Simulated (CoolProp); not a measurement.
Dodecamethylpentasiloxane (MD3M) along the isobar 0.207 MPa: density (kg/m³) from the reference equation and from simpler models built on Tc = 354.9 °C, pc = 0.9540 MPa, ω = 0.730; each cubic takes its own stable root.

Model: reference Helmholtz-energy equation of state, Thol 2019, in CoolProp.

```json
[
 {"T (°C)": "29.75", "phase": "liquid", "reference": "865.5"},
 {"T (°C)": "45.05", "phase": "liquid", "reference": "850.8"},
 {"T (°C)": "60.35", "phase": "liquid", "reference": "836.0"},
 {"T (°C)": "75.65", "phase": "liquid", "reference": "821.2"},
 {"T (°C)": "90.95", "phase": "liquid", "reference": "806.2"},
 {"T (°C)": "106.25", "phase": "liquid", "reference": "791.0"},
 {"T (°C)": "121.55", "phase": "liquid", "reference": "775.7"},
 {"T (°C)": "136.85", "phase": "liquid", "reference": "760.1"},
 {"T (°C)": "152.15", "phase": "liquid", "reference": "744.1"},
 {"T (°C)": "167.45", "phase": "liquid", "reference": "727.8"},
 {"T (°C)": "182.75", "phase": "liquid", "reference": "711.0"},
 {"T (°C)": "198.05", "phase": "liquid", "reference": "693.6"},
 {"T (°C)": "213.35", "phase": "liquid", "reference": "675.5"},
 {"T (°C)": "228.65", "phase": "liquid", "reference": "656.4"}
]
```

Problem. How far does each simpler model (van der Waals, Redlich-Kwong, Soave-Redlich-Kwong, Peng-Robinson) lie from the reference over these 14 states: mean and median of the absolute difference, and the worst?

Solution. 
- van der Waals: mean 60.0 %, median 45.6 %, worst -96.7 % at 228.65 °C and 0.207 MPa
- Redlich-Kwong: mean 25.4 %, median 19.7 %, worst -96.5 % at 228.65 °C and 0.207 MPa
- Soave-Redlich-Kwong: mean 12.4 %, median 11.9 %, worst -15.1 % at 29.75 °C and 0.207 MPa
- Peng-Robinson: mean 1.6 %, median 0.9 %, worst -4.9 % at 29.75 °C and 0.207 MPa

At some of these states van der Waals, Redlich-Kwong gives the other phase, because its saturation line lies elsewhere.
